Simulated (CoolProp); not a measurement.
Vapour-liquid equilibrium of R114 (1) + R113 (2) at 115.15 °C; x and y are mole fractions of (1).

Computed with CoolProp (multi-fluid Helmholtz-energy mixture model, Platzer 1990 and Marx 1992; pair parameters Bell 2016). This equation is an older, rougher fit; its heat capacities, sound speeds and derivatives of the liquid may be far off and weren't checked against measurements.

Task: Give the bubble pressure and the first vapour's composition at x = 0.15, 0.25, 0.85. Is there an azeotrope?

Result: x = 0.15: 7.828 bar, y = 0.300; x = 0.25: 8.998 bar, y = 0.444; x = 0.85: 16.74 bar, y = 0.919. No azeotrope shows between x = 0.05 and 0.95.

The pair parameters rest on a limited set of measurements; away from them the model extrapolates.
